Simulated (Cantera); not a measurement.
**CH₂F₂ + CH₄ + F₂ (fluorocarbon and chlorocarbon gases)**

Feed: 1 mol CH₂F₂, 0.018 mol CH₄, 0.53 mol F₂, equilibrated at 1498.15 K and 0.000700 bar.

Cantera equilibrium calculation (NASA polynomials, part measured and part estimated; ideal gas, pure solids and liquids). Candidate condensed phases: C, C₆H₆, C₇H₈, C₈H₁₈; 95 gas species. Gases not in the tables: C₂F₆ and larger saturated fluorocarbons. The numbers say what is thermodynamically allowed, not how fast it happens.

```yaml
x(HF): 0.893
x(CF₄): 0.106
x(CF₂): 0.000512
x(F): 0.000254
x(CF₃): 3.51e-5
n(C(graphite)): 0.771 mol
gas_amount: 2.320 mol
```
